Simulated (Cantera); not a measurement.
A closed system holds: 1 mol Fe2O3, 0.97 mol CO, held at 320 Pa.

Cantera equilibrium calculation (NASA polynomials, part measured and part estimated; ideal gas, pure solids and liquids). Candidate condensed phases: C, Fe, Fe(CO)5, FeO, Fe2O3, Fe3O4; 15 gas species. Mutual solubility and eutectic melting of coexisting phases are not modelled. The tables' stoichiometric FeO is somewhat more stable than real wüstite, so its field is too wide. FeO: taken at fixed stoichiometry. Rates play no part.

Task: Which condensed phases are stable at each of these points (T (°C)): 1025, 1125, 1225, 1325, 1425, 1525, 1625, 1725, 1825, 1925, 2025, 2125, 2225, 2325?

Result: 
```
T (°C)   condensed phases  Fe condensed (%)
------  -----------------  ----------------
1025    FeO(s) + Fe3O4(s)             100.0
1125    FeO(s) + Fe3O4(s)             100.0
1225    FeO(s) + Fe3O4(s)             100.0
1325    FeO(s) + Fe3O4(s)             100.0
1425    FeO(l) + Fe3O4(s)             100.0
1525    FeO(l) + Fe3O4(s)             100.0
1625               FeO(l)             100.0
1725               FeO(l)              99.9
1825               FeO(l)              99.5
1925               FeO(l)              97.9
2025               FeO(l)              90.9
2125               FeO(l)              38.6
2225             gas only               0.0
2325             gas only               0.0
```

From 1025 °C to 1325 °C the condensed part is FeO(s) + Fe3O4(s). From 1425 °C to 1525 °C the condensed part is FeO(l) + Fe3O4(s). From 1625 °C to 2125 °C the condensed part is FeO(l). From 2225 °C to 2325 °C nothing is condensed.
